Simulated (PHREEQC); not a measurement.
A solution holds 4.2 mol/kgw KCl, 0.062 mol/kgw SrCl2 and 0.087 mol/kgw MgCl2, at 23 °C. Closed to the air; pH follows from the charge balance.

The numbers come from PHREEQC with the Pitzer model, pitzer.dat.

No solid was allowed to form.

Estimate the activity of water, osmotic coefficient.

activity of water 0.853; osmotic coefficient 0.994.

Species that the database lacks are ignored.
